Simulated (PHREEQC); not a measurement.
A solution holds 140 mmol/kgw HF, 1.1 mmol/kgw (NH4)2SiF6 and 11 mmol/kgw H2SO4, at 25 °C. Closed to the air; pH follows from the charge balance.

The numbers come from PHREEQC with the ion-association model, phreeqc.dat.

Each row changes one thing in this solution. Precipitation was switched off in this run.

| case | pH | ionic strength (mol/kgw) | HF (mol/kgw) | HSO4- (mol/kgw) | F- (mol/kgw) | SO4-2 (mol/kgw) | SI of Quartz (SiO2) |
|---|---|---|---|---|---|---|---|
| as made | 1.69 | 0.0317 | 0.130 | 0.00603 | 0.00505 | 0.00490 | -8.46 |
| 0.0044 mol/kgw NaOH added | 1.75 | 0.0334 | 0.129 | 0.00560 | 0.00575 | 0.00527 | -8.56 |
| HF left out | … | 0.0244 | 0.00306 | 0.00512 | 0.000170 | 0.00579 | +0.72 |
| temperature from 25 to 15 °C | … | 0.0333 | 0.129 | 0.00558 | 0.00572 | 0.00534 | -9.13 |
| temperature from 25 to 5 °C | 1.65 | 0.0348 | 0.128 | 0.00518 | 0.00644 | 0.00574 | … |
| (NH4)2SiF6 from 0.0011 to 0.0055 mol/kgw | 1.69 | 0.0452 | 0.130 | 0.00572 | 0.00518 | 0.00496 | -7.80 |

Task: Complete the blanks.

Result: 
- HF left out, pH: 1.85
- temperature from 25 to 15 °C, pH: 1.67
- temperature from 25 to 5 °C, SI of Quartz (SiO2): -9.79

Complexes and solids missing from the database can't appear. Some of these states are supersaturated (in Quartz (slow to form), Chalcedony (slow to form), for instance). Away from 25 °C the constants follow the database's enthalpies or fits; those with neither stay at their 25 °C values. SiF6-2 is the database's only silicon fluoride.
